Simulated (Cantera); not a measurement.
Thermodynamics of carbon deposition, reforming and gasification, feed C₆H₆ + O₂ + H₂

Feed: 1 mol C₆H₆, 0.11 mol O₂, 3.4 mol H₂, at 2548 K.

Method: chemical equilibrium by Gibbs-energy minimisation in Cantera with the NASA 1993 tables (ideal gas, pure condensed phases). Candidate condensed phases: C, C₆H₆, C₇H₈, C₈H₁₈, H₂O; 110 gas species. The ideal-gas law is rough above about 30 bar. The numbers say what is thermodynamically allowed, not how fast it happens.

```
P (Pa)      x H₂      x H    x CO  x C₂H₂ (acetylene)     x CH₄      x C₃  n C(graphite)
--------  ------  -------  ------  ------------------  --------  --------  -------------
10        0.0816    0.884  0.0180             0.00108  9.27e-11    0.0103           5.29
72         0.319    0.651  0.0223             0.00421   1.02e-8   0.00144           5.63
520        0.625    0.339  0.0276             0.00824   2.82e-7  0.000199           5.64
3700       0.813    0.145  0.0308              0.0107   3.40e-6   2.79e-5           5.62
27000      0.899   0.0564  0.0323              0.0119   3.04e-5   3.83e-6           5.62
190000     0.933   0.0217  0.0329              0.0123  0.000230   5.44e-7           5.61
1400000    0.944  0.00803  0.0332              0.0125   0.00174   7.38e-8           5.60
10000000   0.937  0.00299  0.0336              0.0124    0.0122   1.03e-8           5.52
```
x: gas mole fraction; n: condensed amount in mol.

From 10.0 Pa to 1.00e7 Pa the condensed part is C(graphite). The main C-bearing gas is C₃ at 10.0 Pa and CO at 1.00e7 Pa.
